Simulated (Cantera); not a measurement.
## Thermodynamics of halide evaporation, hydrolysis and transport, feed BaF₂ + HF + N₂ + O₂

A closed system holds: 1 mol BaF₂, 0.069 mol HF, 100 mol N₂, 0.075 mol O₂, held at 1252 °C.

Equilibrium computed with Cantera from the NASA thermochemical tables; the gas is ideal and each condensed phase is pure. Candidate condensed phases: Ba, BaF₂, BaO, Ba(OH)₂, H₂O; 45 gas species. The numbers say what is thermodynamically allowed, not how fast it happens.

```tsv
P (Pa)	log p N₂	log p BaF₂	log p O₂	log p HF	log p O	n BaF₂(s)
0.100	-6.00	-8.01	-9.20	-9.17	-9.85	0
0.460	-5.34	-7.34	-8.52	-8.50	-9.50	0
2.20	-4.66	-6.66	-7.82	-7.82	-9.16	0
10	-4.00	-6.00	-7.16	-7.17	-8.83	0
46	-3.34	-5.34	-6.50	-6.50	-8.50	0
220	-2.66	-4.66	-5.82	-5.82	-8.15	0
1000	-2.00	-4.31	-5.16	-5.16	-7.82	0.503
4600	-1.34	-4.31	-4.49	-4.50	-7.49	0.892
22000	-0.66	-4.31	-3.81	-3.82	-7.15	0.978
100000	0.00	-4.31	-3.15	-3.16	-6.82	0.995
```
log p: log10 of the partial pressure in bar; n: condensed amount in mol.

From 0.100 Pa to 220 Pa nothing is condensed. From 1000 Pa to 100000 Pa the condensed part is BaF₂(s). The main Ba-bearing gas is BaF₂ throughout.
